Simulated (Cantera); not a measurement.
A closed system holds: 1 mol SiC, 1.2 mol N₂O, 5.1 mol N₂, 0.14 mol CO₂, equilibrated at 1725 K and 1.00 bar.

Equilibrium computed with Cantera from the NASA thermochemical tables; the gas is ideal and each condensed phase is pure. Candidate condensed phases: C, Si, SiC, SiO₂, Si₂N₂O, Si₃N₄; 34 gas species. Kinetics and transport are ignored.

Base state: N₂ 0.855, CO 0.144, SiO 0.000102 (mole fractions); condensed: C(graphite) + Si₂N₂O(s).

**Question.** What changes in the equilibrium state with this change: temperature from 1725 K to 1198 K?

**Answer.** 
```json
[
 {"species": "N₂", "before": "0.855", "after": "0.987"},
 {"species": "CO", "before": "0.144", "after": "0.0128"},
 {"species": "SiO", "before": "0.000102", "after": "<1e-9"},
 {"species": "C(graphite), mol", "before": "0.160", "after": "1.06"},
 {"species": "Si₂N₂O(s), mol", "before": "0.500", "after": "0.200"},
 {"species": "SiO₂(β-quartz), mol", "before": "0", "after": "0.601"}
]
```
Mutual solubility and eutectic melting of coexisting phases are not modelled. The tables hold silica as quartz up to 1696 K and as liquid above; real silica turns to tridymite and cristobalite and melts near 1996 K.
